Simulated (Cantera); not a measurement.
Input: 1 mol SiO2, 8.3 mol CO, held at 1750 °C and 4730 Torr.

Equilibrium computed with Cantera from the NASA thermochemical tables; the gas is ideal and each condensed phase is pure. The tables hold silica as quartz up to 1696 K and as liquid above; real silica turns to tridymite and cristobalite and melts near 1996 K. Equilibrium is a limit: real reactors are often held back by kinetics, nucleation or transport.

| species | before | after |
|---|---|---|
| CO | 0.996 | 0.982 |
| CO2 | 0.00187 | 0.0177 |
| SiO | 0.00187 | <1e-9 |
| SiO2(l), mol | 0.984 | 0 |
| C(graphite), mol | 0 | 0.145 |
| SiO2(β-quartz), mol | 0 | 1.00 |
Gas species are given as mole fractions.

**Question.** Name the change that produced these shifts.
A) temperature from 1750 °C to 1002 °C
B) temperature from 1750 °C to 1377 °C
C) pressure from 4730 Torr to 75.0 Torr
D) temperature from 1750 °C to 1077 °C

**Answer.** D, temperature from 1750 °C to 1077 °C
